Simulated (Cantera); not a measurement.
An isothermal, constant-pressure homogeneous reactor starts with 17.5 % CH4, 82.5 % N2, at 1750 K and 150000 Pa.

Model: GRI-Mech 3.0 (53 species, 325 reactions), integrated in Cantera. GRI-Mech 3.0 stops at C3 and has no aromatics, soot or wall deposition, so with more carbon than oxygen in the feed, carbon stays in small species such as C2H2 where larger ones or solid carbon would form.

Task: Predict: x(CH4) at 200 s; x(CH2) at 200 s; x(HCN) at 200 s; x(C2H2) at 200 s; x(C2H4) at 200 s; x(C2H) at 200 s; x(H) at 200 s.

Result: x(CH4) at 200 s: 0.00349 (gas-phase equilibrium 0.00231)
x(CH2) at 200 s: 1.27e-8 (gas-phase equilibrium 8.34e-9)
x(HCN) at 200 s: 0.000389 (gas-phase equilibrium 0.0851)
x(C2H2) at 200 s: 0.0722 (gas-phase equilibrium 0.0308)
x(C2H4) at 200 s: 0.000785 (gas-phase equilibrium 0.000338)
x(C2H) at 200 s: 2.08e-7 (gas-phase equilibrium 8.81e-8)
x(H) at 200 s: 8.94e-5 (gas-phase equilibrium 8.98e-5)
